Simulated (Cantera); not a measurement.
Cantera run, input and output.

```python
import numpy as np
import cantera as ct

gas = ct.Solution("gri30.yaml")
gas.TPX = 598, 64000, {'CH4': 1, 'CO': 1.5, 'O2': 2.12, 'N2': 6.98}
flame = ct.FreeFlame(gas, width=0.055)
flame.set_refine_criteria(ratio=3, slope=0.08, curve=0.16)
flame.transport_model = "mixture-averaged"
flame.solve(loglevel=0, auto=True)
z, T = flame.grid, flame.T
thick = (T[-1] - T[0]) / np.gradient(T, z).max()
show = ['CH4', 'CO', 'O2', 'HCO', 'HCN', 'CH3']
print(f"laminar burning velocity  {flame.velocity[0] * 100:.3f} cm/s")
print(f"burnt temperature         {T[-1]:.1f} K")
print(f"thermal thickness         {thick * 1e3:.4f} mm")
print(f"grid points               {len(z)}")
z0 = z[flame.heat_release_rate.argmax()]
print(f"{'z/mm':>9s}{'T/K':>9s}{'u/(m/s)':>9s}" + "".join(f"{s:>11s}" for s in show))
rows = []
for k in (-3, -2, -1.5, -1, -0.5, -0.25, 0, 0.25, 0.5, 1, 2, 4, 8):
    zz = z0 + k * thick
    rows.append([k * thick, np.interp(zz, z, T), np.interp(zz, z, flame.velocity),
                 *(np.interp(zz, z, flame.X[gas.species_index(s)]) for s in show)])
    print(f"{rows[-1][0] * 1e3:9.3f}{rows[-1][1]:9.1f}{rows[-1][2]:9.3f}" + "".join(f"{x:11.3e}" for x in rows[-1][3:]))
```

Output:

```
laminar burning velocity  209.729 cm/s
burnt temperature         2451.2 K
thermal thickness         0.3907 mm
grid points               157
     z/mm      T/K  u/(m/s)        CH4         CO         O2        HCO        HCN        CH3
   -1.172    598.0    2.098  8.616e-02  1.292e-01  1.827e-01  1.859e-15  6.522e-13  1.200e-08
   -0.781    598.3    2.102  8.601e-02  1.291e-01  1.824e-01  6.949e-13  3.618e-11  2.292e-07
   -0.586    600.4    2.114  8.569e-02  1.287e-01  1.819e-01  2.549e-11  3.913e-10  1.621e-06
   -0.391    626.6    2.220  8.394e-02  1.281e-01  1.796e-01  3.127e-09  9.502e-09  2.044e-05
   -0.195    932.7    3.358  6.729e-02  1.311e-01  1.587e-01  1.282e-06  3.274e-07  4.605e-04
   -0.098   1343.6    4.897  4.038e-02  1.414e-01  1.224e-01  3.006e-05  1.261e-06  2.624e-03
    0.000   1758.2    6.462  1.150e-02  1.534e-01  7.339e-02  1.170e-04  3.276e-06  3.132e-03
    0.098   1952.7    7.173  1.262e-03  1.486e-01  3.959e-02  5.332e-05  3.668e-06  6.388e-04
    0.195   2006.0    7.329  7.232e-05  1.346e-01  2.472e-02  5.408e-06  1.941e-06  4.466e-05
    0.391   2048.2    7.417  2.071e-07  1.169e-01  1.619e-02  2.740e-07  3.418e-07  1.509e-07
    0.781   2094.6    7.536  3.743e-11  1.080e-01  1.305e-02  2.184e-07  1.696e-08  3.189e-11
    1.563   2154.1    7.715  3.047e-15  1.058e-01  1.125e-02  1.772e-07  1.498e-10  2.370e-14
    3.126   2230.6    7.945  2.215e-15  1.042e-01  9.104e-03  1.303e-07  2.507e-11  1.726e-14
```

Cantera simulation using GRI-Mech 3.0 (53 species, 325 reactions); the numbers are that mechanism's predictions, not measurements. Burning velocities carry a grid error of a few per cent, more on coarse grids.
